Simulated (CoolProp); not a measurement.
Computed with CoolProp (reference Helmholtz-energy equation of state, de Reuck 1990).

Question: For fluorine, give the phase and the cp (kJ/(kg K)) at 154.7 K and 0.101 MPa.

Answer: 
- 154.7 K and 0.101 MPa: gas; cp 0.777
